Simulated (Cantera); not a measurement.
A closed system holds: 1 mol Si3N4, 3.7 mol H2, 7.3 mol N2, at 477 °C and 10000 Pa.

Equilibrium computed with Cantera from the NASA thermochemical tables; the gas is ideal and each condensed phase is pure. Candidate condensed phases: Si, Si3N4; 18 gas species. Kinetics and transport are ignored.

### Question
What is the equilibrium state?

### Answer
```
Item                                  Value
--------------------------------  ---------
x(N2)                                 0.664
x(H2)                                 0.336
x(NH3)                              8.12e-5
n(Si3N4(s))                        1.00 mol
gas amount                        11.00 mol
log10 activity of Si(s) (absent)     -10.74
```
